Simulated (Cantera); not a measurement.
Cantera run, input and output.

```python
import numpy as np
import cantera as ct

gas = ct.Solution("gri30.yaml")
gas.TPX = 1125, 67000, {'CO': 0.0025, 'O2': 0.022, 'H2O': 0.00042, 'N2': 1}
reactor = ct.IdealGasConstPressureReactor(gas, energy="off", clone=False)
net = ct.ReactorNet([reactor])
net.rtol, net.atol = 1e-08, 1e-18
show = ['CO', 'O2', 'H2O', 'OH', 'CO2', 'H']
times = np.geomspace(0.0008, 1, 12)

steps = ct.SolutionArray(gas, extra=["t"])
rows = []
print(f"{'t/s':>10s}{'T/K':>9s}{'P/Pa':>11s}" + "".join(f"{s:>11s}" for s in show))
for t in times:
    while net.time < t:
        t_next = net.step()
        steps.append(gas.state, t=t_next)
    rows.append([np.interp(t, steps.t, y) for y in (steps.T, steps.P, *steps(*show).X.T)])
    print(f"{t:10.3e}{rows[-1][0]:9.1f}{rows[-1][1]:11.4g}" + "".join(f"{x:11.3e}" for x in rows[-1][2:]))
rate = np.gradient(steps.T, steps.t)
print("integrator steps:", len(steps.t))
if steps.T.max() > steps.T[0] + 200:
    print(f"time of steepest temperature rise: {steps.t[rate.argmax()]:.4e} s")
gas.TPX = 1125, 67000, {'CO': 0.0025, 'O2': 0.022, 'H2O': 0.00042, 'N2': 1}
gas.equilibrate("TP")
print(f"equilibrium (TP): T = {gas.T:.1f} K  " + "  ".join(f"{s} {gas[s].X[0]:.3e}" for s in show))
```

Result:

```
       t/s      T/K       P/Pa         CO         O2        H2O         OH        CO2          H
 8.000e-04   1125.0    6.7e+04  2.439e-03  2.147e-02  4.098e-04  6.196e-12  3.993e-10  1.116e-12
 1.530e-03   1125.0    6.7e+04  2.439e-03  2.147e-02  4.098e-04  1.903e-11  8.014e-10  3.600e-12
 2.925e-03   1125.0    6.7e+04  2.439e-03  2.147e-02  4.098e-04  5.558e-11  1.737e-09  1.079e-11
 5.594e-03   1125.0    6.7e+04  2.439e-03  2.147e-02  4.098e-04  1.645e-10  4.446e-09  3.236e-11
 1.070e-02   1125.0    6.7e+04  2.439e-03  2.147e-02  4.098e-04  6.010e-10  1.585e-08  1.190e-10
 2.045e-02   1125.0    6.7e+04  2.439e-03  2.146e-02  4.098e-04  4.172e-09  1.124e-07  8.294e-10
 3.911e-02   1125.0    6.7e+04  2.435e-03  2.146e-02  4.095e-04  2.077e-07  4.499e-06  4.228e-08
 7.479e-02   1125.0    6.7e+04  1.880e-03  2.116e-02  4.030e-04  6.175e-06  5.597e-04  2.260e-06
 1.430e-01   1125.0    6.7e+04  9.361e-04  2.071e-02  4.058e-04  4.606e-06  1.505e-03  8.805e-07
 2.735e-01   1125.0    6.7e+04  3.766e-04  2.045e-02  4.079e-04  3.032e-06  2.065e-03  2.394e-07
 5.230e-01   1125.0    6.7e+04  1.263e-04  2.033e-02  4.091e-04  1.861e-06  2.316e-03  5.039e-08
 1.000e+00   1125.0    6.7e+04  3.626e-05  2.029e-02  4.096e-04  1.101e-06  2.406e-03  8.826e-09
integrator steps: 797
equilibrium (TP): T = 1125.0 K  CO 5.595e-11  O2 2.025e-02  H2O 4.103e-04  OH 3.995e-08  CO2 2.442e-03  H 1.597e-13
```

Detailed kinetics in Cantera: GRI-Mech 3.0 (53 species, 325 reactions).
